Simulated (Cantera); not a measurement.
Cantera run, input and output.

```python
import numpy as np
import cantera as ct

gas = ct.Solution("gri30.yaml", transport_model="multicomponent")
show = ['NO', 'H', 'H2O']

rows = []
print(f"{'T/K':>7s}{'rho':>11s}{'cp':>10s}{'mu':>11s}{'lambda':>11s}{'Pr':>7s}" + "".join(f"{'D_' + s:>11s}" for s in show))
for T in [400, 650, 900, 1150, 1400, 1650]:
    gas.TPX = T, 500000, {'NO': 0.92}
    Pr = gas.cp_mass * gas.viscosity / gas.thermal_conductivity
    D = [gas.mix_diff_coeffs_mole[gas.species_index(s)] for s in show]
    rows.append([gas.density, gas.cp_mass, gas.viscosity, gas.thermal_conductivity, Pr, *D])
    print(f"{T:7g}{gas.density:11.4e}{gas.cp_mass:10.1f}{gas.viscosity:11.4e}"
          f"{gas.thermal_conductivity:11.4e}{Pr:7.3f}" + "".join(f"{d:11.4e}" for d in D))
print("SI units: kg/m3, J/kg/K, Pa s, W/m/K, m2/s")
```

It prints:

```
    T/K        rho        cp         mu     lambda     Pr       D_NO        D_H      D_H2O
    400 4.5111e+00     998.6 2.3120e-05 3.2481e-02  0.711 1.3519e-03 4.1160e-05 7.9219e-06
    650 2.7761e+00    1054.2 3.2312e-05 4.8111e-02  0.708 3.1692e-03 9.4974e-05 1.9459e-05
    900 2.0049e+00    1113.9 4.0086e-05 6.3114e-02  0.707 5.5262e-03 1.6448e-04 3.4678e-05
   1150 1.5691e+00    1153.1 4.7043e-05 7.6724e-02  0.707 8.3570e-03 2.4788e-04 5.3054e-05
   1400 1.2889e+00    1181.0 5.3449e-05 8.9329e-02  0.707 1.1620e-02 3.4398e-04 7.4264e-05
   1650 1.0936e+00    1202.5 5.9446e-05 1.0120e-01  0.706 1.5285e-02 4.5196e-04 9.8091e-05
SI units: kg/m3, J/kg/K, Pa s, W/m/K, m2/s
```

Computed with Cantera and GRI-Mech 3.0 (53 species, 325 reactions). The composition is frozen, though it would react at the higher temperatures.
